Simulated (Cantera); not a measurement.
An adiabatic, constant-volume homogeneous reactor starts with 16.4 % H2, 17.0 % O2, 64.2 % N2, 2.45 % H2O, equivalence ratio 0.48, at 1775 K and 750 Torr.

Model: the H2/O2 subset of GRI-Mech 3.0, which has no nitrogen chemistry, integrated in Cantera.

### Question
Predict: time of steepest temperature rise; temperature at 0.100 s; equilibrium temperature; x(H2) at 0.100 s; x(O2) at 0.100 s; x(H2O) at 0.100 s; x(H) at 0.100 s; x(H2O2) at 0.100 s; x(OH) at 0.100 s; x(HO2) at 0.100 s.

### Answer
| Quantity | Value |
|---|---|
| time of steepest temperature rise | 7.21 µs |
| temperature at 0.100 s | 2767 K |
| equilibrium temperature | 2767 K |
| x(H2) at 0.100 s | 0.00935 (gas-phase equilibrium 0.00935) |
| x(O2) at 0.100 s | 0.0870 (gas-phase equilibrium 0.0870) |
| x(H2O) at 0.100 s | 0.173 (gas-phase equilibrium 0.173) |
| x(H) at 0.100 s | 0.00585 (gas-phase equilibrium 0.00585) |
| x(H2O2) at 0.100 s | 7.33e-7 (gas-phase equilibrium 7.33e-7) |
| x(OH) at 0.100 s | 0.0295 (gas-phase equilibrium 0.0295) |
| x(HO2) at 0.100 s | 2.00e-5 (gas-phase equilibrium 2.00e-5) |
